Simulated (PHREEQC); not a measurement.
Consider water at 10 °C with 20 mmol/kgw HNO3, 64 mmol/kgw AlCl3 and 11 mmol/kgw MnSO4. Closed to the air; pH follows from the charge balance.

Equilibrium calculation in PHREEQC: ion-association model, phreeqc.dat.

```json
[
 {"quantity": "pH", "before": "1.82", "after": "1.82"},
 {"quantity": "ionic strength (mol/kgw)", "before": "0.391", "after": "0.101"},
 {"quantity": "Al+3 (mol/kgw)", "before": "0.0555", "after": "0.00734"},
 {"quantity": "AlSO4+ (mol/kgw)", "before": "0.00840", "after": "0.00526"},
 {"quantity": "MnCl+ (mol/kgw)", "before": "0.00184", "after": "0.000601"},
 {"quantity": "SO4-2 (mol/kgw)", "before": "0.00169", "after": "0.00311"},
 {"quantity": "SI of Gibbsite (Al(OH)3)", "before": "-5.78", "after": "-6.41"}
]
```

Problem. Name the change that produced these shifts.
A) AlCl3 from 0.064 to 0.0128 mol/kgw
B) temperature from 10 to 85 °C
C) HNO3 left out
D) 0.0046 mol/kgw MgSO4 added
E) HNO3 from 0.02 to 0.018 mol/kgw

Solution. A, AlCl3 from 0.064 to 0.0128 mol/kgw

This is a speciation only: nothing precipitates in the calculation. At this temperature some constants are extrapolated from 25 °C, and those without enthalpy data are left unchanged.
